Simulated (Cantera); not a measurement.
## Si + O2 + H2 (thermal oxidation and active oxidation of silicon)

Charge: 1 mol Si, 0.021 mol O2, 170 mol H2, equilibrated at 10.0 mbar.

These are equilibrium values from Cantera (NASA tables, ideal gas, pure condensed phases), not measurements of a reactor. Candidate condensed phases: H2O, Si, SiO2; 18 gas species. Mutual solubility and eutectic melting of coexisting phases are not modelled. The tables hold silica as quartz up to 1696 K and as liquid above; real silica turns to tridymite and cristobalite and melts near 1996 K. Gases not in the tables: Si2H6 and higher silanes. Kinetics and transport are ignored.

```
T (K)   x H2       x H      x Si     x SiH     x SiO  n Si(s)  n SiO2(β-quartz)  n Si(l)
-----  -----  --------  --------  --------  --------  -------  ----------------  -------
973     1.00   1.08e-8    <1e-12    <1e-12   1.63e-8    0.979            0.0210        0
1073   1.000   1.40e-7    <1e-12  2.57e-12   8.89e-7    0.979            0.0209        0
1173   1.000   1.18e-6  4.95e-11  8.86e-11   2.42e-5    0.977            0.0189        0
1273   1.000   7.13e-6   1.80e-9   1.74e-9  0.000247    0.958                 0        0
1373   1.000   3.33e-5   3.88e-8   2.20e-8  0.000247    0.958                 0        0
1473   1.000  0.000126   5.47e-7   1.97e-7  0.000247    0.958                 0        0
1573   0.999  0.000406   5.50e-6   1.32e-6  0.000247    0.956                 0        0
1673   0.999   0.00114   4.18e-5   7.06e-6  0.000247    0.948                 0        0
1773   0.997   0.00284  0.000213   2.63e-5  0.000247        0                 0    0.913
1873   0.992   0.00643  0.000882   8.19e-5  0.000246        0                 0    0.782
1973   0.983    0.0134   0.00316  0.000226  0.000245        0                 0    0.348
2073   0.968    0.0259   0.00509  0.000288  0.000242        0                 0        0
2173   0.947    0.0470   0.00516  0.000234  0.000240        0                 0        0
```
x: gas mole fraction; n: condensed amount in mol.

From 973 K to 1173 K the condensed part is Si(s) + SiO2(β-quartz). From 1273 K to 1673 K the condensed part is Si(s). From 1773 K to 1973 K the condensed part is Si(l). From 2073 K to 2173 K nothing is condensed. The main Si-bearing gas is SiO at 973 K and Si at 2173 K.
